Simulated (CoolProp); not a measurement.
100 sccm (0 °C, 1 atm) of nitrogen bubbles through liquid water at 320.2 K and leaves saturated at a total pressure of 0.15 MPa (ideal gas phase). Each further row changes one setting.

Computed with CoolProp (reference Helmholtz-energy equation of state, Wagner 2002).

```csv
case,vapour pressure (kPa),mole fraction of vapour,delivery (mg/min),delivery (sccm),change of delivery for a bath 1 K warmer (%)
as stated,10.7,0.0710,6.14,7.65,5.6
bath temperature 325.2 K,13.7,?,8.06,10.0,5.5
total pressure 0.3 MPa,10.7,0.0355,?,?,?
```

Task: Fill in the missing entries.

Result: 
- bath temperature 325.2 K, mole fraction of vapour: 0.0911
- total pressure 0.3 MPa, delivery (mg/min): 2.96
- total pressure 0.3 MPa, delivery (sccm): 3.68
- total pressure 0.3 MPa, change of delivery for a bath 1 K warmer (%): 5.4
